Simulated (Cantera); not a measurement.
Charge: 1 mol borazine, 1.3 mol H2, equilibrated at 1.10 mbar.

Cantera equilibrium calculation (NASA polynomials, part measured and part estimated; ideal gas, pure solids and liquids). Candidate condensed phases: B, BN; 15 gas species. The feed counts by its element totals alone. Mutual solubility and eutectic melting of coexisting phases are not modelled. The numbers say what is thermodynamically allowed, not how fast it happens.

Which condensed phases are stable at each of these points (T (°C)): 1702, 1727, 1752, 1777, 1802, 1827, 1852, 1877?


| T (°C) | condensed phases | B condensed (%) |
|---|---|---|
| 1702 | B(s) + BN(s) | 99.9 |
| 1727 | B(s) + BN(s) | 99.9 |
| 1752 | B(s) + BN(s) | 99.9 |
| 1777 | B(s) + BN(s) | 99.9 |
| 1802 | B(s) | 99.8 |
| 1827 | B(s) | 99.8 |
| 1852 | B(s) | 99.7 |
| 1877 | B(s) | 99.6 |

From 1702 °C to 1777 °C the condensed part is B(s) + BN(s). From 1802 °C to 1877 °C the condensed part is B(s).
